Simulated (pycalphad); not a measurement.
An equivalent pycalphad script:

```python
from pycalphad import Database, equilibrium, calculate, variables as v
import numpy as np
db = Database('COST507.tdb')
comps = ['TI', 'HF', 'B', 'VA']
phases = ['B2M', 'B2TI', 'B4M3', 'B4TI3', 'BCC_A2', 'BETA_RHOMBO_B', 'BM', 'BTI', 'HCP_A3', 'LIQUID']
eq = equilibrium(db, comps, phases, {v.X('HF'): 0.0261, v.X('B'): 0.017, v.T: np.arange(2850, 499, -40), v.P: 101325, v.N: 1}, output=['HM', 'SM'])
```

Source of the numbers: pycalphad with the COST 507 light-alloy database (1999); pressure 1 atm. The data set is of 1999 and partly superseded. Phase fractions are per mole of atoms. Kinetics are ignored, which matters at the lower temperatures.

Results at three of the temperatures:

```
T = 2810.00 K, P = 101325 Pa, N = 1 mol of atoms
G = -219806 J/mol, H = 108256 J/mol, S = 116.75 J/(mol K)  (SER reference)
chemical potentials (J/mol): Ti -214472, Hf -346273, B -325862
phase             fraction      x(Ti)      x(Hf)       x(B)
LIQUID              1.0000     0.9569     0.0261     0.0170
```

```
T = 2570.00 K, P = 101325 Pa, N = 1 mol of atoms
G = -192271 J/mol, H = 97222 J/mol, S = 112.64 J/(mol K)  (SER reference)
chemical potentials (J/mol): Ti -187225, Hf -307568, B -299338
phase             fraction      x(Ti)      x(Hf)       x(B)
LIQUID              1.0000     0.9569     0.0261     0.0170
```

```
T = 1370.00 K, P = 101325 Pa, N = 1 mol of atoms
G = -75644 J/mol, H = 33614 J/mol, S = 79.75 J/(mol K)  (SER reference)
chemical potentials (J/mol): Ti -72086, Hf -133061, B -187724
phase             fraction      x(Ti)      x(Hf)       x(B)
BCC_A2              0.9690     0.9716     0.0269     0.0015
BM                  0.0310     0.4981     0.0019     0.5000
```

Changes of the phase set, refined by bisection:

```json
[
 {"T (°C)": "1626.9", "phases above": "liquid", "phases below": "bcc + liquid"},
 {"T (°C)": "1541.2", "phases above": "bcc + liquid", "phases below": "bcc + BM"},
 {"T (°C)": "864.0", "phases above": "bcc + BM", "phases below": "bcc + BM + hcp"},
 {"T (°C)": "858.5", "phases above": "bcc + BM + hcp", "phases below": "BM + hcp"}
]
```

Database names, with the compositions (at.%) that they take in these runs: BM: Ti 50 B 50. BCC_A2 is bcc.
